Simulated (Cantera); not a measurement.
A closed system holds: 1 mol B₂H₆, 0.42 mol NH₃, equilibrated at 0.120 bar.

Equilibrium computed with Cantera from the NASA thermochemical tables; the gas is ideal and each condensed phase is pure. Candidate condensed phases: B, BN; 15 gas species. The feed counts by its element totals alone. Mutual solubility and eutectic melting of coexisting phases are not modelled. The tables' values for BH₂ are old estimates; treat these amounts as uncertain. Gases not in the tables: B₂H₆ and higher boranes. Kinetics and transport are ignored.

x: gas mole fraction; n: condensed amount in mol.

| T (K) | x H₂ | x N₂ | x H | x BH₂ | x B | n B(s) | n BN(s) |
|---|---|---|---|---|---|---|---|
| 823 | 1.00 | <1e-12 | 2.12e-11 | 2.47e-11 | <1e-12 | 1.58 | 0.420 |
| 1023 | 1.00 | <1e-12 | 1.20e-8 | 6.78e-9 | <1e-12 | 1.58 | 0.420 |
| 1223 | 1.000 | 5.14e-12 | 8.68e-7 | 2.90e-7 | <1e-12 | 1.58 | 0.420 |
| 1423 | 1.000 | 5.20e-9 | 1.92e-5 | 4.27e-6 | [?] | 1.58 | 0.420 |
| 1623 | 1.000 | 9.41e-7 | 0.000199 | 3.20e-5 | [?] | 1.58 | 0.420 |
| 1823 | 0.999 | 5.39e-5 | 0.00125 | 0.000153 | [?] | 1.58 | 0.420 |
| 2023 | 0.993 | 0.00138 | 0.00546 | 0.000529 | [?] | 1.59 | 0.410 |
| 2223 | 0.961 | 0.0195 | 0.0181 | 0.00142 | [?] | 1.72 | 0.274 |

Question: Complete the blanks.

Answer: 
- 1423, x B: 1.43e-12
- 1623, x B: 4.76e-10
- 1823, x B: 4.37e-8
- 2023, x B: 1.62e-6
- 2223, x B: 3.11e-5
